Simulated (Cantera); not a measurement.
## Equilibrium for roasting and sulfation: MgO + H2S + O2

Charge: 1 mol MgO, 4.4 mol H2S, 1.2 mol O2, held at 0.133 bar.

Method: chemical equilibrium by Gibbs-energy minimisation in Cantera with the NASA 1993 tables (ideal gas, pure condensed phases). Candidate condensed phases: H2O, H2SO4, Mg, MgO, Mg(OH)2, MgS, MgSO4, S; 26 gas species. Gases not in the tables: S3 to S7. Rates play no part.

From 725 °C to 1625 °C the condensed part is MgO(s).

```csv
T (°C),log p H2O,log p H2S,log p H2,log p S2,log p SO2,log p SH,log p SO,n MgO(s)
725,-1.26,-1.32,-2.69,-1.56,-2.99,-5.22,-6.08,1.00
800,-1.26,-1.35,-2.39,-1.54,-3.08,-4.79,-5.67,1.00
875,-1.27,-1.39,-2.15,-1.52,-3.12,-4.42,-5.30,1.00
950,-1.27,-1.44,-1.96,-1.50,-3.13,-4.11,-4.96,1.00
1025,-1.28,-1.50,-1.81,-1.48,-3.09,-3.84,-4.64,1.00
1100,-1.29,-1.58,-1.70,-1.46,-3.03,-3.61,-4.33,1.00
1175,-1.30,-1.66,-1.62,-1.44,-2.94,-3.41,-4.05,1.00
1250,-1.32,-1.75,-1.55,-1.43,-2.84,-3.24,-3.78,1.000
1325,-1.33,-1.85,-1.50,-1.42,-2.75,-3.09,-3.54,1.000
1400,-1.35,-1.94,-1.46,-1.42,-2.65,-2.96,-3.31,1.000
1475,-1.37,-2.02,-1.43,-1.42,-2.57,-2.85,-3.11,1.000
1550,-1.39,-2.11,-1.40,-1.42,-2.49,-2.74,-2.92,1.000
1625,-1.41,-2.19,-1.37,-1.43,-2.43,-2.65,-2.75,1.000
```
log p: log10 of the partial pressure in bar; n: condensed amount in mol.
